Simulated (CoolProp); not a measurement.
A closed Brayton cycle with carbon dioxide: compressor inlet 318.15 K and 8.4 MPa, high pressure 23.2 MPa, turbine inlet 675 K, compressor efficiency 0.89, turbine efficiency 0.9, recuperator effectiveness 0.95 (on enthalpy, no pinch check). Each further row changes one setting.

Computed with CoolProp (reference Helmholtz-energy equation of state, Span 1996).

```
case                           thermal efficiency (%)  net work (kJ/kg)  compressor to turbine work  compressor exit (K)  turbine exit (K)
-----------------------------  ----------------------  ----------------  --------------------------  -------------------  ----------------
as stated                                        30.0              61.0                        0.42                393.7             566.5
turbine inlet 625 K                              26.7              51.0                        0.46                393.7             520.6
compressor inlet 328.15 K                        28.0              52.9                        0.49                413.4             566.5
high pressure 19.7 MPa                           29.7              54.3                        0.39                381.3             583.7
recuperator effectiveness 0.5                    20.8              61.0                        0.42                393.7             566.5
```
